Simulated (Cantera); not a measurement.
**Hydrocarbon pyrolysis for carbon deposition**

An isothermal, constant-pressure homogeneous reactor starts with C2H6 : N2 = 1 : 200 (molar parts), at 1150 K and 0.0750 Torr.

Cantera simulation using GRI-Mech 3.0 (53 species, 325 reactions); the numbers are that mechanism's predictions, not measurements. GRI-Mech 3.0 stops at C3 and has no aromatics, soot or wall deposition, so with more carbon than oxygen in the feed, carbon stays in small species such as C2H2 where larger ones or solid carbon would form. Radical loss at walls, strong at low pressure, is not modelled.

```json
[
 {"t (s)": "0.000500", "x C2H6": "0.00498", "x CH2": "<1e-12", "x C2H": "<1e-12", "x C2H4": "<1e-12", "x CH4": "<1e-12", "x CH3": "3.56e-9"},
 {"t (s)": "0.00161", "x C2H6": "0.00498", "x CH2": "<1e-12", "x C2H": "<1e-12", "x C2H4": "<1e-12", "x CH4": "<1e-12", "x CH3": "1.15e-8"},
 {"t (s)": "0.00519", "x C2H6": "0.00498", "x CH2": "<1e-12", "x C2H": "<1e-12", "x C2H4": "<1e-12", "x CH4": "6.69e-12", "x CH3": "3.69e-8"},
 {"t (s)": "0.0167", "x C2H6": "0.00498", "x CH2": "<1e-12", "x C2H": "<1e-12", "x C2H4": "5.15e-12", "x CH4": "6.94e-11", "x CH3": "1.19e-7"},
 {"t (s)": "0.0538", "x C2H6": "0.00497", "x CH2": "<1e-12", "x C2H": "<1e-12", "x C2H4": "1.48e-10", "x CH4": "7.18e-10", "x CH3": "3.82e-7"},
 {"t (s)": "0.173", "x C2H6": "0.00497", "x CH2": "<1e-12", "x C2H": "<1e-12", "x C2H4": "4.07e-9", "x CH4": "7.42e-9", "x CH3": "1.22e-6"},
 {"t (s)": "0.558", "x C2H6": "0.00497", "x CH2": "1.83e-11", "x C2H": "<1e-12", "x C2H4": "1.13e-7", "x CH4": "7.64e-8", "x CH3": "3.89e-6"},
 {"t (s)": "1.80", "x C2H6": "0.00496", "x CH2": "5.12e-10", "x C2H": "<1e-12", "x C2H4": "3.35e-6", "x CH4": "7.69e-7", "x CH3": "1.20e-5"},
 {"t (s)": "5.79", "x C2H6": "0.00488", "x CH2": "7.14e-9", "x C2H": "<1e-12", "x C2H4": "7.50e-5", "x CH4": "7.56e-6", "x CH3": "3.64e-5"},
 {"t (s)": "18.6", "x C2H6": "0.00419", "x CH2": "3.30e-8", "x C2H": "6.54e-12", "x C2H4": "0.000677", "x CH4": "8.00e-5", "x CH3": "0.000108"},
 {"t (s)": "60.0", "x C2H6": "0.00131", "x CH2": "7.44e-8", "x C2H": "1.42e-10", "x C2H4": "0.00288", "x CH4": "0.000686", "x CH3": "0.000156"}
]
```
x: mole fraction; the columns are a selection and need not sum to one.

Equilibrium at this temperature and pressure: C2H6 <1e-12, CH2 <1e-12, C2H 5.54e-12, C2H4 1.80e-8, CH4 2.98e-7, CH3 4.22e-10 (gas phase only).
